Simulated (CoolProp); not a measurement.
Vapour-liquid equilibrium of R227EA (1) + n-butane (2) at 617 kPa; x and y are mole fractions of (1).

Computed with CoolProp (multi-fluid Helmholtz-energy mixture model, Lemmon 2016 and Bücker 2006; pair parameters Bell 2016).

Q: Give the bubble temperature and the first vapour's composition at x = 0.35, 0.5, 0.65. Is there an azeotrope?

A: x = 0.35: 34.0 °C, y = 0.562; x = 0.5: 32.4 °C, y = 0.617; x = 0.65: 31.6 °C, y = 0.676. y crosses x between x = 0.65 and 0.8: the model has an azeotrope there.

Pair parameters are fitted to limited data, so mixtures are less certain than the pure fluids.
